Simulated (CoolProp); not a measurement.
C2F6 (R116) at 341.18 K and 0.182 MPa flows at 14 m/s in a round tube of 50 mm bore and 45 µm roughness, fully developed (64/Re and Nu = 3.66 if laminar; Colebrook and Gnielinski if turbulent). Each further row changes one setting.

Computed with CoolProp (reference Helmholtz-energy equation of state, Lemmon 2006). It is a short technical equation, of lower accuracy than the large ones.

| case | Reynolds number | Darcy friction factor | pressure drop (Pa/m) | heat-transfer coefficient (W/(m² K)) | mass flow (kg/h) |
|---|---|---|---|---|---|
| as stated | 390000 | 0.0200 | 350 | [?] | [?] |
| velocity 28 m/s | 779000 | 0.0196 | 1370 | 580 | 1770 |
| diameter 100 mm | 779000 | 0.0170 | [?] | 250 | 3550 |

Q: What belongs in the gaps?

A: 
- as stated, heat-transfer coefficient (W/(m² K)): 296
- as stated, mass flow (kg/h): 887
- diameter 100 mm, pressure drop (Pa/m): 149

Viscosity comes from a separate model (Huber 2003), an estimate that may be off by 10 % or more. Thermal conductivity comes from a separate model (Huber 2003), an estimate that may be off by 10 % or more.
